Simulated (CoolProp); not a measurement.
Vapour-liquid equilibrium of isobutane (1) + acetone (2) at 168 kPa; x and y are mole fractions of (1).

Computed with CoolProp (multi-fluid Helmholtz-energy mixture model, Bücker 2006 and Lemmon 2006; pair parameters Bell 2016).

```
x     bubble temperature, mixture model (°C)  bubble temperature, Raoult's law (°C)  y, mixture model  y, Raoult's law
----  --------------------------------------  -------------------------------------  ----------------  ---------------
0.05                                    45.5                                   63.0             0.590            0.277
0.15                                    19.3                                   49.1             0.866            0.598
0.25                                    10.3                                   38.6             0.916            0.761
0.35                                     7.1                                   30.3             0.930            0.851
0.45                                     6.1                                   23.7             0.935            0.905
0.55                                     5.8                                   18.3             0.936            0.939
0.65                                     5.6                                   13.7             0.938            0.962
0.75                                     5.0                                    9.8             0.943            0.977
0.85                                     4.0                                    6.3             0.954            0.988
0.95                                     2.7                                    3.3             0.979            0.997
```

The largest gap from Raoult's law is -29.8 K in bubble temperature, at x = 0.15. No azeotrope shows between x = 0.05 and 0.95.

Pair parameters are fitted to limited data, so mixtures are less certain than the pure fluids. With so large a gap from Raoult's law the liquid may split in two, which this calculation doesn't test in full.
